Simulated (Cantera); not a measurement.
Roasting and sulfation: MgO + SO2 + O2

A closed system holds: 1 mol MgO, 0.22 mol SO2, 1.9 mol O2, at 101000 Pa.

Method: chemical equilibrium by Gibbs-energy minimisation in Cantera with the NASA 1993 tables (ideal gas, pure condensed phases). Candidate condensed phases: Mg, MgO, MgS, MgSO4, S; 14 gas species. Mutual solubility and eutectic melting of coexisting phases are not modelled. The numbers say what is thermodynamically allowed, not how fast it happens.

```json
[
 {"T (°C)": "452", "x O2": "1.00", "x SO2": "<1e-12", "x SO3": "1.38e-11", "x O": "<1e-12", "x SO": "<1e-12", "n MgO(s)": "0.780", "n MgSO4(s)": "0.220"},
 {"T (°C)": "527", "x O2": "1.00", "x SO2": "3.21e-11", "x SO3": "1.11e-9", "x O": "<1e-12", "x SO": "<1e-12", "n MgO(s)": "0.780", "n MgSO4(s)": "0.220"},
 {"T (°C)": "602", "x O2": "1.00", "x SO2": "4.26e-9", "x SO3": "4.16e-8", "x O": "2.04e-12", "x SO": "<1e-12", "n MgO(s)": "0.780", "n MgSO4(s)": "0.220"},
 {"T (°C)": "677", "x O2": "1.000", "x SO2": "2.56e-7", "x SO3": "8.65e-7", "x O": "3.16e-11", "x SO": "<1e-12", "n MgO(s)": "0.780", "n MgSO4(s)": "0.220"},
 {"T (°C)": "752", "x O2": "1.000", "x SO2": "8.31e-6", "x SO3": "1.13e-5", "x O": "3.28e-10", "x SO": "<1e-12", "n MgO(s)": "0.780", "n MgSO4(s)": "0.220"},
 {"T (°C)": "827", "x O2": "1.000", "x SO2": "0.000165", "x SO3": "0.000103", "x O": "2.48e-9", "x SO": "<1e-12", "n MgO(s)": "0.780", "n MgSO4(s)": "0.220"},
 {"T (°C)": "902", "x O2": "0.997", "x SO2": "0.00220", "x SO3": "0.000698", "x O": "1.45e-8", "x SO": "<1e-12", "n MgO(s)": "0.785", "n MgSO4(s)": "0.215"},
 {"T (°C)": "977", "x O2": "0.975", "x SO2": "0.0213", "x SO3": "0.00370", "x O": "6.79e-8", "x SO": "5.93e-11", "n MgO(s)": "0.826", "n MgSO4(s)": "0.174"},
 {"T (°C)": "1052", "x O2": "0.896", "x SO2": "0.0949", "x SO3": "0.00933", "x O": "2.59e-7", "x SO": "1.43e-9", "n MgO(s)": "1.00", "n MgSO4(s)": "0"},
 {"T (°C)": "1127", "x O2": "0.896", "x SO2": "0.0980", "x SO3": "0.00604", "x O": "8.90e-7", "x SO": "6.41e-9", "n MgO(s)": "1.00", "n MgSO4(s)": "0"},
 {"T (°C)": "1202", "x O2": "0.896", "x SO2": "0.0999", "x SO3": "0.00405", "x O": "2.70e-6", "x SO": "2.44e-8", "n MgO(s)": "1.00", "n MgSO4(s)": "0"},
 {"T (°C)": "1277", "x O2": "0.896", "x SO2": "0.101", "x SO3": "0.00281", "x O": "7.36e-6", "x SO": "8.14e-8", "n MgO(s)": "1.00", "n MgSO4(s)": "0"},
 {"T (°C)": "1352", "x O2": "0.896", "x SO2": "0.102", "x SO3": "0.00202", "x O": "1.83e-5", "x SO": "2.42e-7", "n MgO(s)": "1.00", "n MgSO4(s)": "0"}
]
```
x: gas mole fraction; n: condensed amount in mol.

From 452 °C to 977 °C the condensed part is MgO(s) + MgSO4(s). From 1052 °C to 1352 °C the condensed part is MgO(s).
